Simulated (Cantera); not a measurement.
Input: 1 mol B₂O₃, 4.9 mol NH₃, 6 mol H₂, equilibrated at 1748 K and 0.578 Torr.

Cantera equilibrium calculation (NASA polynomials, part measured and part estimated; ideal gas, pure solids and liquids). Candidate condensed phases: B, BN, B₂O₃, B₃O₃H₃, H₂O; 39 gas species. Equilibrium is a limit: real reactors are often held back by kinetics, nucleation or transport.

### Question
What is the equilibrium state?

### Answer
```json
{
 "x(H₂)": "0.759",
 "x(N₂)": "0.145",
 "x(HBO₂)": "0.0289",
 "x(B₂O₃)": "0.0283",
 "x(HBO)": "0.0229",
 "x(H)": "0.00717",
 "x(BO)": "0.00409",
 "x(B₂O₂)": "0.00290",
 "x(H₂O)": "0.00195",
 "gas_amount": "16.90 mol",
 "log10 activity of B(s) (absent)": "-3.18",
 "log10 activity of B₃O₃H₃(s) (absent)": "-16.04"
}
```
